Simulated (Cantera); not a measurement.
A closed system holds: 1 mol Ta(OEt)₅, 0.055 mol O₂, equilibrated at 2400 K and 1000 Pa.

Method: chemical equilibrium by Gibbs-energy minimisation in Cantera with the NASA 1993 tables (ideal gas, pure condensed phases). Candidate condensed phases: C, C₆H₆, C₇H₈, C₈H₁₈, H₂O, Ta, TaC, Ta₂O₅; 113 gas species. The feed counts by its element totals alone. TaC: taken at fixed stoichiometry. Condensed phases not in the tables: Ta₂C. Kinetics and transport are ignored.

Base state: H₂ 0.600, CO 0.272, H 0.123, C₂H₂ (acetylene) 0.00418, C₂H 4.94e-5, C₄H₂ 1.20e-5 (mole fractions); condensed: C(graphite) + TaC(s).

Question: What changes in the equilibrium state with this change: temperature from 2400 K to 1075 K?

Answer: 
| species | before | after |
|---|---|---|
| H₂ | 0.600 | 0.710 |
| CO | 0.272 | 0.290 |
| H₂O | 5.15e-8 | 0.000260 |
| H | 0.123 | 1.24e-7 |
| C₂H₂ (acetylene) | 0.00418 | 5.34e-9 |
| C₂H | 4.94e-5 | <1e-9 |
| CO₂ | 3.95e-9 | 0.000114 |
| C(graphite), mol | 3.73 | 3.89 |
| TaC(s), mol | 1.00 | 1.00 |

Question: What changes in the equilibrium state with this change: Ta(OEt)₅ replaced by Cr?

Answer: 
```json
[
 {"species": "Cr", "before": "0", "after": "0.894"},
 {"species": "CrO", "before": "0", "after": "0.102"},
 {"species": "CrO₂", "before": "0", "after": "0.00385"},
 {"species": "H₂", "before": "0.600", "after": "0"},
 {"species": "CO", "before": "0.272", "after": "0"},
 {"species": "H", "before": "0.123", "after": "0"},
 {"species": "C₂H₂ (acetylene)", "before": "0.00418", "after": "0"},
 {"species": "O", "before": "<1e-9", "after": "0.000364"},
 {"species": "C₂H", "before": "4.94e-5", "after": "0"},
 {"species": "O₂", "before": "<1e-9", "after": "1.76e-5"},
 {"species": "C(graphite), mol", "before": "3.73", "after": "0"},
 {"species": "TaC(s), mol", "before": "1.00", "after": "0"}
]
```
Further candidate phases: Cr, Cr₂O₃.
